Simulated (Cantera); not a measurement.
# Al + N2 + H2 (aluminium nitride and oxide growth)

Input: 1 mol Al, 19 mol N2, 370 mol H2, at 750 K and 35.0 Pa.

Method: chemical equilibrium by Gibbs-energy minimisation in Cantera with the NASA 1993 tables (ideal gas, pure condensed phases). Candidate condensed phases: Al, AlN; 13 gas species. Rates play no part.

The x(H2) comes out as 0.952, the x(N2) is 0.0476 and the n(AlN(s)) is 1.00 mol. The gas amount is 388.5 mol and the log10 activity of Al(s) (absent) is -14.26.
